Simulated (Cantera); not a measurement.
An adiabatic, constant-volume homogeneous reactor starts with CH₄ : CO : O₂ : N₂ = 1 : 0.17 : 2.74 : 10.3 (molar parts), equivalence ratio 0.76, at 1523 K and 4.93 atm.

Computed with Cantera and GRI-Mech 3.0 (53 species, 325 reactions).

Problem. Predict: time of steepest temperature rise; temperature at 0.200 s; equilibrium temperature; x(CO) at 0.200 s; x(O₂) at 0.200 s; x(NO) at 0.200 s.

Solution. 
* **time of steepest temperature rise**: 0.233 ms
* **temperature at 0.200 s**: 2925 K
* **equilibrium temperature**: 2925 K
* **x(CO) at 0.200 s**: 0.0225 (gas-phase equilibrium 0.0225)
* **x(O₂) at 0.200 s**: 0.0435 (gas-phase equilibrium 0.0435)
* **x(NO) at 0.200 s**: 0.0187 (gas-phase equilibrium 0.0187)
